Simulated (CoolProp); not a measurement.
Vapour-liquid equilibrium of R143a (1) + R1234yf (2) at 1.49 MPa; x and y are mole fractions of (1).

Model: multi-fluid Helmholtz-energy mixture model, Lemmon and Jacobsen 2000 and Lemmon 2022; pair parameters Bell 2016, in CoolProp.

```json
[
 {"x": "0.05", "bubble temperature (K)": "327.3", "y at the bubble point": "0.073", "dew temperature at overall composition x (K)": "327.8", "liquid density (mol/L)": "[?]"},
 {"x": "0.2", "bubble temperature (K)": "322.7", "y at the bubble point": "0.270", "dew temperature at overall composition x (K)": "324.4", "liquid density (mol/L)": "8.871"},
 {"x": "0.35", "bubble temperature (K)": "318.7", "y at the bubble point": "[?]", "dew temperature at overall composition x (K)": "320.8", "liquid density (mol/L)": "[?]"},
 {"x": "0.5", "bubble temperature (K)": "315.0", "y at the bubble point": "0.594", "dew temperature at overall composition x (K)": "317.3", "liquid density (mol/L)": "9.529"},
 {"x": "0.65", "bubble temperature (K)": "311.6", "y at the bubble point": "0.729", "dew temperature at overall composition x (K)": "313.6", "liquid density (mol/L)": "9.871"},
 {"x": "0.8", "bubble temperature (K)": "308.5", "y at the bubble point": "[?]", "dew temperature at overall composition x (K)": "309.8", "liquid density (mol/L)": "10.23"},
 {"x": "0.95", "bubble temperature (K)": "305.6", "y at the bubble point": "[?]", "dew temperature at overall composition x (K)": "306.0", "liquid density (mol/L)": "10.60"}
]
```

Problem. Fill in the missing entries.

Solution. 
- 0.05, liquid density (mol/L): 8.547
- 0.35, y at the bubble point: 0.442
- 0.35, liquid density (mol/L): 9.197
- 0.8, y at the bubble point: 0.852
- 0.95, y at the bubble point: 0.964

No azeotrope shows between x = 0.05 and 0.95.

The pair parameters rest on a limited set of measurements; away from them the model extrapolates.
